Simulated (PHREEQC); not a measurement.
A solution holds 0.0017 mol/kgw ZnCl2, 6.9e-05 mol/kgw KCl and 0.00031 mol/kgw NiCl2, at 74 °C. Closed to the air; pH follows from the charge balance.

The numbers come from PHREEQC with the ion-association model, wateq4f.dat.

Problem. The ionic strength comes out as 0.00593 mol/kgw. What activity coefficients do Ni+2, H+, NiCl+, Zn+2, ZnCl+ get?

Solution. Ni+2 0.70, H+ 0.92, NiCl+ 0.91, Zn+2 0.71, ZnCl+ 0.91.

No solid was allowed to form. Away from 25 °C the constants follow the database's enthalpies or fits; those with neither stay at their 25 °C values.
